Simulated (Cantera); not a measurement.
Cantera run:

```python
import numpy as np
import cantera as ct

gas_names = """
    CL CL2 H HCL H2 N NH NH2 NH3 N2 N2H2 N2H4 Si SiCL SiCL2 SiCL3 SiCL4 SiH SiHCL3 SiH2 SiH2CL2 SiH3
    SiH3CL SiH4 SiN Si2 Si2N Si3
""".split()
cond_names = """
    NH4CL(a) NH4CL(b) Si(cr) Si(L) Si3N4(a)
""".split()


def load(file, names, dense=False):
    # The tables refer to 1 bar. Condensed volumes are neglected.
    table = {s.name: s for s in ct.Species.list_from_file(file)}
    out = []
    for n in names:
        d = dict(table[n].input_data)
        d["thermo"] = dict(d["thermo"], **{"reference-pressure": 1e5})
        if dense:
            d["equation-of-state"] = {"model": "constant-volume", "density": "1e6 g/cm^3"}
        out.append(ct.Species.from_dict(d))
    return out


gas = ct.Solution(thermo="ideal-gas", species=load("nasa_gas.yaml", gas_names))
cond = {s.name: ct.Solution(thermo="fixed-stoichiometry", species=[s], name=s.name)
        for s in load("nasa_condensed.yaml", cond_names, dense=True)}
atoms = {
    'SiHCl3': {'Si': 1, 'H': 1, 'CL': 3},
    'N2': {'N': 2},
}
top_T = {'Si3N4(a)': 2400}  # K; cautious upper limits of use, not melting points


def equilibrate(T, P, feed):
    n = {}
    for name, mol in feed.items():
        for a, k in atoms[name].items():
            n[a] = n.get(a, 0.0) + k * mol
    gas.TPX = T, P, n
    mass = sum(n.values()) * gas.mean_molecular_weight
    gas.equilibrate("TP")
    valid = [c for c in cond.values() if c.min_temp <= T <= top_T.get(c.name, c.max_temp)]
    mix = ct.Mixture([(gas, mass / gas.mean_molecular_weight)] + [(c, 0.0) for c in valid])
    mix.T, mix.P = T, P
    mix.equilibrate("TP", solver="vcs", rtol=1e-11, max_steps=5000)
    return mix


results = []
feed = {'SiHCl3': 1, 'N2': 67}  # mol
T = 1073  # K
P = 133.322  # Pa
mix = equilibrate(T, P, feed)
results.append((T, P, feed, dict(zip(mix.species_names, mix.species_moles))))
print(gas.report(threshold=1e-06))
for i in range(1, mix.n_phases):
    print(f"{mix.phase(i).name:16s} {mix.phase_moles(i):12.5e} mol")
```

Result:

```
       temperature   1073 K
          pressure   133.32 Pa
           density   0.0004362 kg/m^3
  mean mol. weight   29.189 kg/kmol
   phase of matter   gas

                          1 kg             1 kmol
                     ---------------   ---------------
          enthalpy        6.1755e+05        1.8025e+07  J
   internal energy         3.119e+05        9.1039e+06  J
           entropy              9873        2.8818e+05  J/K
    Gibbs function       -9.9761e+06       -2.9119e+08  J
 heat capacity c_p            1150.6             33586  J/K
 heat capacity c_v            865.78             25271  J/K

                      mass frac. Y      mole frac. X     chem. pot. / RT
                     ---------------   ---------------   ---------------
               HCL          0.017415          0.013943           -45.699
                H2        2.5013e-05        0.00036215           -32.227
                N2           0.93876           0.97812           -31.689
             SiCL2        0.00014608        4.3077e-05           -73.078
             SiCL3        0.00064954        0.00014103           -102.66
             SiCL4          0.042995         0.0073872           -132.25
            SiHCL3        1.0909e-05         2.351e-06           -118.78
     [  +21 minor]        3.0952e-07        2.6171e-07

Si(cr)            0.00000e+00 mol
Si3N4(a)          1.61236e-01 mol
```

Method: chemical equilibrium by Gibbs-energy minimisation in Cantera with the NASA 1993 tables (ideal gas, pure condensed phases). N2 is the only nitrogen source here; it is nearly inert below about 1500 K, so the nitride shown seldom forms there in practice. The tables' values for SiCl3 are old estimates; treat these amounts as uncertain.
